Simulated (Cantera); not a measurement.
**Premixed flame**

A freely propagating, adiabatic, planar premixed flame of CH₄ : C₂H₆ : O₂ : N₂ = 1 : 0.57 : 5.19 : 19.5 (molar parts), equivalence ratio 0.77, unburnt at 648 K and 7.40 bar; mixture-averaged transport, grid criteria slope 0.08 and curve 0.16, no radiation.

Computed with Cantera and GRI-Mech 3.0 (53 species, 325 reactions). Burning velocities carry a grid error of a few per cent, more on coarse grids.

| z (mm) | T (K) | u (m/s) | x CH₄ | x C₂H₆ | x O₂ | x N₂O | x HCO | x C₂H |
|---|---|---|---|---|---|---|---|---|
| -0.220 | 649 | 0.666 | 0.0380 | 0.0217 | 0.197 | <1e-8 | <1e-8 | <1e-8 |
| -0.147 | 655 | 0.673 | 0.0378 | 0.0216 | 0.197 | <1e-8 | <1e-8 | <1e-8 |
| -0.110 | 671 | 0.690 | 0.0372 | 0.0215 | 0.195 | <1e-8 | <1e-8 | <1e-8 |
| -0.0733 | 745 | 0.770 | 0.0347 | 0.0206 | 0.188 | 1.75e-8 | <1e-8 | <1e-8 |
| -0.0367 | 1087 | 1.14 | 0.0244 | 0.0139 | 0.156 | 1.34e-7 | 1.31e-7 | <1e-8 |
| -0.0183 | 1442 | 1.52 | 0.0138 | 0.00521 | 0.120 | 3.19e-7 | 5.70e-6 | <1e-8 |
| 0 | 1797 | 1.91 | 0.00332 | 0.000228 | 0.0809 | 6.53e-7 | 2.05e-5 | 2.94e-7 |
| 0.0183 | 1966 | 2.08 | 0.000201 | 3.20e-7 | 0.0607 | 1.10e-6 | 4.29e-6 | 1.15e-7 |
| 0.0367 | 2044 | 2.15 | 7.07e-6 | <1e-8 | 0.0537 | 1.43e-6 | 2.26e-7 | <1e-8 |
| 0.0733 | 2127 | 2.22 | 1.36e-8 | <1e-8 | 0.0488 | 1.67e-6 | <1e-8 | <1e-8 |
| 0.147 | 2192 | 2.28 | <1e-8 | <1e-8 | 0.0460 | 1.59e-6 | <1e-8 | <1e-8 |
| 0.293 | 2224 | 2.31 | <1e-8 | <1e-8 | 0.0449 | 1.13e-6 | <1e-8 | <1e-8 |
| 0.587 | 2233 | 2.32 | <1e-8 | <1e-8 | 0.0446 | 8.81e-7 | <1e-8 | <1e-8 |
x: mole fraction of selected species; z is measured from the peak of heat release.

```yaml
laminar_burning_velocity: 66.4 cm/s
thermal_thickness: 0.0733 mm
peak x(HCO): 2.07e-5
peak x(C₂H): 3.61e-7
grid_points: 139
```
